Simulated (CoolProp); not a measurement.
The numbers come from the reference Helmholtz-energy equation of state, Span 1996 in CoolProp.

For carbon dioxide, give the phase and the density (kg/m³), cv (kJ/(kg K)), speed of sound (m/s) at 469.6 K and 3.13 MPa; 469.6 K and 7.12 MPa.


- 469.6 K and 3.13 MPa: gas; density 36.4, cv 0.816, speed of sound 327
- 469.6 K and 7.12 MPa: gas; density 85.8, cv 0.832, speed of sound 324
